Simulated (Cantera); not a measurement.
# Premixed flame

A freely propagating, adiabatic, planar premixed flame of 8.98 % CH₄, 19.1 % O₂, 71.9 % N₂, unburnt at 500 K and 0.132 atm; mixture-averaged transport, grid criteria slope 0.08 and curve 0.16, no radiation.

Model: GRI-Mech 3.0 (53 species, 325 reactions), integrated in Cantera. Burning velocities carry a grid error of a few per cent, more on coarse grids.

```tsv
z (mm)	T (K)	u (m/s)	x CH₄	x O₂	x C₂H	x CH₂	x HCN	x CO₂
-6.28	500	1.33	0.0898	0.191	<1e-8	<1e-8	<1e-8	<1e-8
-4.19	500	1.33	0.0896	0.191	<1e-8	<1e-8	<1e-8	2.41e-7
-3.14	503	1.34	0.0893	0.191	<1e-8	<1e-8	<1e-8	2.50e-6
-2.09	537	1.44	0.0869	0.188	<1e-8	1.02e-8	<1e-8	8.25e-5
-1.05	860	2.35	0.0665	0.163	<1e-8	5.92e-7	2.42e-7	0.00229
-0.524	1252	3.46	0.0379	0.126	<1e-8	1.42e-5	8.10e-7	0.00763
0	1630	4.55	0.0103	0.0789	9.70e-8	5.17e-5	1.83e-6	0.0175
0.524	1787	5.00	0.00107	0.0500	8.34e-8	1.52e-5	1.73e-6	0.0291
1.05	1820	5.08	5.88e-5	0.0388	<1e-8	9.91e-7	8.06e-7	0.0391
2.09	1843	5.12	1.57e-7	0.0329	<1e-8	<1e-8	1.19e-7	0.0507
4.19	1869	5.18	<1e-8	0.0305	<1e-8	<1e-8	<1e-8	0.0579
8.38	1905	5.26	<1e-8	0.0292	<1e-8	<1e-8	<1e-8	0.0601
16.8	1958	5.39	<1e-8	0.0277	<1e-8	<1e-8	<1e-8	0.0617
```
x: mole fraction of selected species; z is measured from the peak of heat release.

| Quantity | Result |
|---|---|
| laminar burning velocity | 133 cm/s |
| thermal thickness | 2.09 mm |
| peak x(C₂H) | 1.44e-7 |
| peak x(CH₂) | 5.17e-5 |
| peak x(HCN) | 2.03e-6 |
| grid points | 161 |
